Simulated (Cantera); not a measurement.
A closed system holds: 1 mol C, 0.31 mol NH₃, a varied amount of H₂, equilibrated at 1000 Pa.

Method: chemical equilibrium by Gibbs-energy minimisation in Cantera with the NASA 1993 tables (ideal gas, pure condensed phases). Candidate condensed phases: C, C₆H₆, C₇H₈, C₈H₁₈; 92 gas species. Rates play no part.

Q: What condenses at these points (T in °C, n(H₂) in mol): (2100, 4.6); (2150, 20); (2500, 16); (2450, 8.6); (2050, 16)?

A: 
```tsv
T (°C)	n(H₂) in mol	condensed phases	C condensed (%)
2100	4.6	C	89.8
2150	20	C	61.5
2500	16	gas only	0.0
2450	8.6	C	48.4
2050	16	C	78.2
```
